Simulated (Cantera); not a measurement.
Cantera run:

```python
import numpy as np
import cantera as ct

gas_names = """
    CL Fe2CL6 H HCL
""".split()
cond_names = """
    FeCL3(s) FeCL3(L) FeCL2(s) FeCL2(L) Fe(a) Fe(c) Fe(d) Fe(L)
""".split()


# ... load() reads the species with a 1 bar reference pressure and builds the phases ...
species = {s.name: s for s in load("nasa_gas.yaml", gas_names) + load("nasa_condensed.yaml", cond_names)}
# Each term lists the table entries of one substance; the one whose range holds T is used.
reactions = {
    'FeCl3 = FeCl2 + Cl(g)':
        [(-1, ['FeCL3(s)', 'FeCL3(L)']), (1, ['FeCL2(s)', 'FeCL2(L)']), (1, ['CL'])],
    'Fe2Cl6(g) + 6 H(g) = 2 Fe + 6 HCl(g)':
        [(-1, ['Fe2CL6']), (-6, ['H']), (2, ['Fe(a)', 'Fe(c)', 'Fe(d)', 'Fe(L)']), (6, ['HCL'])],
}


def pick(names, T):
    return next(species[n] for n in names if species[n].thermo.min_temp <= T <= species[n].thermo.max_temp)


results = []
for label, terms in reactions.items():
    print(label)
    print("     T/K   dH/kJ  dS/(J/K)   dG/kJ   log10 K")
    for T in [698, 748, 798, 848, 898, 948, 998, 1048, 1098]:
        used = [(nu, pick(names, T)) for nu, names in terms]
        dH = sum(nu * s.thermo.h(T) for nu, s in used) / 1e6
        dS = sum(nu * s.thermo.s(T) for nu, s in used) / 1e3
        dG = dH - T * dS / 1e3
        logK = -dG * 1e6 / (ct.gas_constant * T * np.log(10))
        results.append((label, T, dH, dS, dG, logK, [s.name for _, s in used]))
        print(f"{T:8g} {dH:8.1f} {dS:8.1f} {dG:8.1f} {logK:8.2f}")
```

It prints:

```
FeCl3 = FeCl2 + Cl(g)
     T/K   dH/kJ  dS/(J/K)   dG/kJ   log10 K
     698    130.1     56.1     90.9    -6.80
     748    128.7     54.2     88.2    -6.16
     798    127.4     52.6     85.5    -5.60
     848    126.1     51.0     82.9    -5.11
     898    124.9     49.5     80.4    -4.68
     948    123.6     48.2     77.9    -4.29
     998    166.1     93.0     73.4    -3.84
    1048    165.7     92.5     68.7    -3.43
    1098    165.2     92.0     64.1    -3.05
Fe2Cl6(g) + 6 H(g) = 2 Fe + 6 HCl(g)
     T/K   dH/kJ  dS/(J/K)   dG/kJ   log10 K
     698  -1234.5   -107.6  -1159.4    86.76
     748  -1237.3   -111.5  -1153.9    80.58
     798  -1239.9   -114.9  -1148.2    75.16
     848  -1242.2   -117.7  -1142.4    70.37
     898  -1244.2   -120.0  -1136.5    66.10
     948  -1245.7   -121.6  -1130.4    62.28
     998  -1246.7   -122.6  -1124.3    58.84
    1048  -1245.7   -121.7  -1118.2    55.73
    1098  -1245.3   -121.3  -1112.1    52.91
```

Cantera with NASA thermochemical tables; ideal gases at 1 bar, condensed phases pure. Condensed species are held in their standard states even where they would react or evaporate.
